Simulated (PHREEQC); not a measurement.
## Geothermal or formation water

A made-up water analysis in mmol/kgw, 80 °C, pH 7.54, pe 2.4:

```json
[
 {"constituent": "Na", "mmol/kgw": "86.8"},
 {"constituent": "K", "mmol/kgw": "0.198"},
 {"constituent": "Ca", "mmol/kgw": "3.47"},
 {"constituent": "Mg", "mmol/kgw": "2.37"},
 {"constituent": "Cl", "mmol/kgw": "82.2"},
 {"constituent": "S(6)", "mmol/kgw": "7.73"},
 {"constituent": "Alkalinity (meq/kgw)", "mmol/kgw": "0.367"},
 {"constituent": "Br", "mmol/kgw": "1.68"},
 {"constituent": "Sr", "mmol/kgw": "0.0599"}
]
```

Valence states are taken as typed.

Model: ion-association model, phreeqc.dat, run in PHREEQC.

Precipitation was switched off in this run.

### Question
What ionic strength does the model give?

### Answer
ionic strength 0.106 mol/kgw.

### Question
In which forms is Mg present?

### Answer
Mg+2 67 %, MgSO4 33 % of the Mg.

Constants without temperature data keep their 25 °C values here.
